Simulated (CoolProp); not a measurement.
Vapour-liquid equilibrium of R22 (1) + methanol (2) at 1.14 bar; x and y are mole fractions of (1).

Model: multi-fluid Helmholtz-energy mixture model, Kamei 1995 and de Reuck 1993; pair parameters Bell 2016, in CoolProp.

Question: Give the bubble temperature and the first vapour's composition at x = 0.05, 0.2, 0.35. Is there an azeotrope?

Answer: x = 0.05: 302.3 K, y = 0.820; x = 0.2: 263.9 K, y = 0.983; x = 0.35: 252.1 K, y = 0.994. No azeotrope shows between x = 0.05 and 0.95.

The pair parameters rest on a limited set of measurements; away from them the model extrapolates.
